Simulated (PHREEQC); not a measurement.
# Spent oxide etchant

Solution (20 °C): 0.0018 mol NH4HF2, 0.00095 mol H2SiF6 and 0.002 mol H3BO3 per kg of water. Closed to the air; pH follows from the charge balance.

Model: ion-association model, phreeqc.dat, run in PHREEQC.

No solid was allowed to form.

**Question.** Estimate the pH, ionic strength.

**Answer.** pH 2.91; ionic strength 0.00390 mol/kgw.

**Question.** In which forms is B present?

**Answer.** H3BO3 71 %, BF4- 21 %, BF3OH- 4.5 %, BF2(OH)2- 3.3 % of the B.

The solution is supersaturated, for example in Quartz (slow to form), so a real one may precipitate; this is no full list. SiF6-2 is the database's only silicon fluoride. Real BF4- forms and hydrolyses slowly; the run takes it at equilibrium.
